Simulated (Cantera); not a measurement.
A Cantera script and its output.

```python
import numpy as np
import cantera as ct

gas = ct.Solution("gri30.yaml")
gas.TPX = 1800, 1300, {'CH4': 0.012, 'H2': 1, 'CO2': 0.015}
reactor = ct.IdealGasConstPressureReactor(gas, energy="off", clone=False)
net = ct.ReactorNet([reactor])
net.rtol, net.atol = 1e-08, 1e-18
show = ['CH4', 'H2', 'CO2', 'OH', 'O']
times = np.geomspace(1e-05, 2, 12)

steps = ct.SolutionArray(gas, extra=["t"])
rows = []
print(f"{'t/s':>10s}{'T/K':>9s}{'P/Pa':>11s}" + "".join(f"{s:>11s}" for s in show))
for t in times:
    while net.time < t:
        t_next = net.step()
        steps.append(gas.state, t=t_next)
    rows.append([np.interp(t, steps.t, y) for y in (steps.T, steps.P, *steps(*show).X.T)])
    print(f"{t:10.3e}{rows[-1][0]:9.1f}{rows[-1][1]:11.4g}" + "".join(f"{x:11.3e}" for x in rows[-1][2:]))
rate = np.gradient(steps.T, steps.t)
print("integrator steps:", len(steps.t))
if steps.T.max() > steps.T[0] + 200:
    print(f"time of steepest temperature rise: {steps.t[rate.argmax()]:.4e} s")
gas.TPX = 1800, 1300, {'CH4': 0.012, 'H2': 1, 'CO2': 0.015}
gas.equilibrate("TP")
print(f"equilibrium (TP): T = {gas.T:.1f} K  " + "  ".join(f"{s} {gas[s].X[0]:.3e}" for s in show))
```

It prints:

```
       t/s      T/K       P/Pa        CH4         H2        CO2         OH          O
 1.000e-05   1800.0       1300  1.168e-02  9.737e-01  1.461e-02  3.011e-11  3.059e-13
 3.033e-05   1800.0       1300  1.168e-02  9.737e-01  1.461e-02  1.160e-10  3.148e-13
 9.201e-05   1800.0       1300  1.168e-02  9.737e-01  1.461e-02  4.253e-10  3.153e-13
 2.791e-04   1800.0       1300  1.168e-02  9.737e-01  1.461e-02  1.428e-09  3.211e-13
 8.465e-04   1800.0       1300  1.168e-02  9.737e-01  1.460e-02  4.483e-09  3.774e-13
 2.568e-03   1800.0       1300  1.167e-02  9.736e-01  1.459e-02  1.377e-08  9.060e-13
 7.789e-03   1800.0       1300  1.164e-02  9.735e-01  1.451e-02  4.256e-08  5.869e-12
 2.363e-02   1800.0       1300  1.155e-02  9.724e-01  1.376e-02  1.468e-07  5.793e-11
 7.166e-02   1800.0       1300  1.107e-02  9.666e-01  8.631e-03  7.625e-07  8.297e-10
 2.174e-01   1800.0       1300  8.470e-03  9.588e-01  4.759e-04  2.294e-06  4.283e-09
 6.594e-01   1800.0       1300  4.172e-03  9.606e-01  5.662e-05  2.595e-06  5.378e-09
 2.000e+00   1800.0       1300  1.571e-03  9.621e-01  5.601e-05  2.681e-06  5.955e-09
integrator steps: 773
equilibrium (TP): T = 1800.0 K  CH4 2.991e-10  H2 9.684e-01  CO2 1.962e-05  OH 6.000e-07  O 1.492e-09
```

Cantera simulation using GRI-Mech 3.0 (53 species, 325 reactions); the numbers are that mechanism's predictions, not measurements. Radical loss at walls, strong at low pressure, is not modelled.
